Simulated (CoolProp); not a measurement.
Vapour-liquid equilibrium of diethyl ether (1) + benzene (2) at 420.2 K; x and y are mole fractions of (1).

Values from CoolProp's multi-fluid Helmholtz-energy mixture model, Thol 2014 and Thol 2012; pair parameters Bell 2016.

```json
[
 {"x": "0.05", "bubble pressure (kPa)": "599.6", "y at the bubble point": "0.121", "dew pressure at overall composition x (kPa)": "568.4", "liquid density (mol/L)": "9.289"},
 {"x": "0.125", "bubble pressure (kPa)": "677.0", "y at the bubble point": "0.268", "dew pressure at overall composition x (kPa)": "601.6", "liquid density (mol/L)": "9.140"},
 {"x": "0.2", "bubble pressure (kPa)": "754.9", "y at the bubble point": "0.387", "dew pressure at overall composition x (kPa)": "638.9", "liquid density (mol/L)": "8.989"},
 {"x": "0.275", "bubble pressure (kPa)": "833.6", "y at the bubble point": "0.486", "dew pressure at overall composition x (kPa)": "680.9", "liquid density (mol/L)": "8.836"},
 {"x": "0.35", "bubble pressure (kPa)": "913.3", "y at the bubble point": "0.569", "dew pressure at overall composition x (kPa)": "728.6", "liquid density (mol/L)": "8.680"},
 {"x": "0.425", "bubble pressure (kPa)": "994.3", "y at the bubble point": "0.641", "dew pressure at overall composition x (kPa)": "783.2", "liquid density (mol/L)": "8.521"},
 {"x": "0.5", "bubble pressure (kPa)": "1077", "y at the bubble point": "0.704", "dew pressure at overall composition x (kPa)": "846.1", "liquid density (mol/L)": "8.357"},
 {"x": "0.575", "bubble pressure (kPa)": "1161", "y at the bubble point": "0.760", "dew pressure at overall composition x (kPa)": "919.3", "liquid density (mol/L)": "8.189"},
 {"x": "0.65", "bubble pressure (kPa)": "1247", "y at the bubble point": "0.810", "dew pressure at overall composition x (kPa)": "1005", "liquid density (mol/L)": "8.015"},
 {"x": "0.725", "bubble pressure (kPa)": "1336", "y at the bubble point": "0.856", "dew pressure at overall composition x (kPa)": "1107", "liquid density (mol/L)": "7.833"},
 {"x": "0.8", "bubble pressure (kPa)": "1428", "y at the bubble point": "0.898", "dew pressure at overall composition x (kPa)": "1229", "liquid density (mol/L)": "7.643"},
 {"x": "0.875", "bubble pressure (kPa)": "1523", "y at the bubble point": "0.938", "dew pressure at overall composition x (kPa)": "1376", "liquid density (mol/L)": "7.443"},
 {"x": "0.95", "bubble pressure (kPa)": "1622", "y at the bubble point": "0.976", "dew pressure at overall composition x (kPa)": "1554", "liquid density (mol/L)": "7.229"}
]
```

No azeotrope shows between x = 0.05 and 0.95.

The pair parameters rest on a limited set of measurements; away from them the model extrapolates.
